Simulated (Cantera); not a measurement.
Cantera with NASA thermochemical tables; ideal gases at 1 bar, condensed phases pure. Values are per mole of reaction as written; species without (g) are pure solids or liquids, kept so even where they would boil at 1 bar.

**Question.** Between 948 and 1548 K, where is each reaction favourable under standard conditions?
- 3 Ti4O7 + 2 Ti ⇌ 7 Ti2O3
- 3 Ti2O3 ⇌ 2 TiO(g) + Ti4O7

**Answer.** 
- 3 Ti4O7 + 2 Ti ⇌ 7 Ti2O3: ΔG° is -357 kJ at 948 K and -353 kJ at 1548 K; it stays negative (K > 1). ΔH° is -342 kJ and ΔS° 7 J/K at 1548 K.
- 3 Ti2O3 ⇌ 2 TiO(g) + Ti4O7: ΔG° is 882 kJ at 948 K and 676 kJ at 1548 K; it stays positive (K < 1). ΔH° is 1183 kJ and ΔS° 328 J/K at 1548 K.
